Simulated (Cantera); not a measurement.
A freely propagating, adiabatic, planar premixed flame of CH₄ : C₂H₆ : C₃H₈ : O₂ : N₂ = 1 : 0.049 : 0.46 : 4.56 : 12.3 (molar parts), equivalence ratio 0.98, unburnt at 600 K and 74000 Pa; mixture-averaged transport, grid criteria slope 0.08 and curve 0.16, no radiation.

Computed with Cantera and GRI-Mech 3.0 (53 species, 325 reactions). GRI-Mech 3.0 was tuned for natural gas; its chemistry of propane as a main component is partial and can be far from experiment. Burning velocities carry a grid error of a few per cent, more on coarse grids.

**Question.** How do the results move with these cheaper or finer settings: unity-Lewis-number transport; multicomponent transport; multicomponent+Soret transport; grid criteria slope 0.5, curve 1; grid criteria slope 0.25, curve 0.5; grid criteria slope 0.03, curve 0.06?

**Answer.** 
| setting | laminar burning velocity | thermal thickness | peak x(C₂H₂) | peak x(CH₃) | grid points |
|---|---|---|---|---|---|
| as above | 224 cm/s | 0.285 mm | 0.00136 | 0.00496 | 156 |
| unity-Lewis-number transport | 157 cm/s | 0.326 mm | 0.000885 | 0.00365 | 142 |
| multicomponent transport | 224 cm/s | 0.289 mm | 0.00137 | 0.00498 | 156 |
| multicomponent+Soret transport | 221 cm/s | 0.287 mm | 0.00133 | 0.00487 | 156 |
| grid criteria slope 0.5, curve 1 | 248 cm/s | 0.322 mm | 0.00130 | 0.00474 | 45 |
| grid criteria slope 0.25, curve 0.5 | 232 cm/s | 0.296 mm | 0.00134 | 0.00489 | 64 |
| grid criteria slope 0.03, curve 0.06 | 222 cm/s | 0.281 mm | 0.00135 | 0.00495 | 371 |
The base run took about 6 core-seconds (a rough figure).
Unity Lewis numbers drop preferential diffusion, which matters most where H2 and H carry the flame; Soret adds thermal diffusion.
